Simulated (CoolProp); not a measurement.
A simple Rankine cycle with ethanol: condensing at 325.15 K, boiler at 0.361 MPa, turbine inlet 389.6 K, turbine efficiency 0.85, pump efficiency 0.6, no recuperator. Each further row changes one setting.

The numbers come from the reference Helmholtz-energy equation of state, Schroeder 2014 in CoolProp.

```json
[
 {"case": "as stated", "thermal efficiency (%)": "12.5", "net work (kJ/kg)": "121", "heat in (kJ/kg)": "971", "turbine exit temperature (K)": "325.1", "volume ratio over the turbine": "9.46"},
 {"case": "turbine inlet 409.6 K", "thermal efficiency (%)": "?", "net work (kJ/kg)": "128", "heat in (kJ/kg)": "1010", "turbine exit temperature (K)": "325.1", "volume ratio over the turbine": "9.19"},
 {"case": "condensing temperature 317.15 K", "thermal efficiency (%)": "14.0", "net work (kJ/kg)": "139", "heat in (kJ/kg)": "992", "turbine exit temperature (K)": "317.2", "volume ratio over the turbine": "13.6"},
 {"case": "boiler pressure 0.253 MPa", "thermal efficiency (%)": "?", "net work (kJ/kg)": "?", "heat in (kJ/kg)": "979", "turbine exit temperature (K)": "325.1", "volume ratio over the turbine": "6.65"},
 {"case": "turbine efficiency 0.75", "thermal efficiency (%)": "11.0", "net work (kJ/kg)": "107", "heat in (kJ/kg)": "971", "turbine exit temperature (K)": "325.1", "volume ratio over the turbine": "9.62"}
]
```

Q: Some entries are withheld; supply them.

A: 
- turbine inlet 409.6 K, thermal efficiency (%): 12.6
- boiler pressure 0.253 MPa, thermal efficiency (%): 10.8
- boiler pressure 0.253 MPa, net work (kJ/kg): 106

The expansion ends wet for: as stated; turbine inlet 409.6 K; condensing temperature 317.15 K; boiler pressure 0.253 MPa; turbine efficiency 0.75.
